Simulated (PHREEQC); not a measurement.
Consider water at 25 °C with 0.15 mol H2SO4, 0.00073 mol Al2(SO4)3, 0.0044 mol NiSO4 and 0.0085 mol HF per kg of water. Closed to the air; pH follows from the charge balance.

Equilibrium calculation in PHREEQC: ion-association model, wateq4f.dat.

Precipitation was switched off in this run.

Estimate the pH, activity of water, ionic strength.

pH 0.86; activity of water 0.994; ionic strength 0.208 mol/kgw.

In which forms is F present?

HF 63 %, AlF2+ 24 %, AlF3 8.7 %, AlF+2 2.1 %, H2F2 1.8 % of the F.

Fluoro complexes past AlF4- and FeF3 are missing from the database.
